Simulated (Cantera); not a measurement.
Standard-state values (1 bar) from the NASA 1993 polynomials, evaluated with Cantera. Values are per mole of reaction as written; species without (g) are pure solids or liquids, kept so even where they would boil at 1 bar.

2 H(g) + VO2(g) ⇌ V + 2 OH(g), with ΔH° = -124.7 kJ and ΔS° = -98.3 J/K at 300 K.

**Question.** How far is the shortcut ΔG° ≈ ΔH°(300 K) − T·ΔS°(300 K) from the full temperature-dependent value at 1723, 1823, 1923, 2023, 2123, 2223, 2323 K?

**Answer.** 
```json
[
 {"T (K)": "1723", "shortcut (kJ)": "44.7", "full (kJ)": "52.4", "difference (kJ)": "-7.7", "difference in log10 K": "0.23", "condensed phases": "V(s)"},
 {"T (K)": "1823", "shortcut (kJ)": "54.5", "full (kJ)": "62.9", "difference (kJ)": "-8.4", "difference in log10 K": "0.24", "condensed phases": "V(s)"},
 {"T (K)": "1923", "shortcut (kJ)": "64.4", "full (kJ)": "73.4", "difference (kJ)": "-9.1", "difference in log10 K": "0.25", "condensed phases": "V(s)"},
 {"T (K)": "2023", "shortcut (kJ)": "74.2", "full (kJ)": "83.8", "difference (kJ)": "-9.6", "difference in log10 K": "0.25", "condensed phases": "V(s)"},
 {"T (K)": "2123", "shortcut (kJ)": "84.0", "full (kJ)": "94.2", "difference (kJ)": "-10.2", "difference in log10 K": "0.25", "condensed phases": "V(s)"},
 {"T (K)": "2223", "shortcut (kJ)": "93.9", "full (kJ)": "104.1", "difference (kJ)": "-10.3", "difference in log10 K": "0.24", "condensed phases": "V(l)"},
 {"T (K)": "2323", "shortcut (kJ)": "103.7", "full (kJ)": "113.3", "difference (kJ)": "-9.6", "difference in log10 K": "0.22", "condensed phases": "V(l)"}
]
```
The shortcut ignores heat capacities and the phase changes listed.
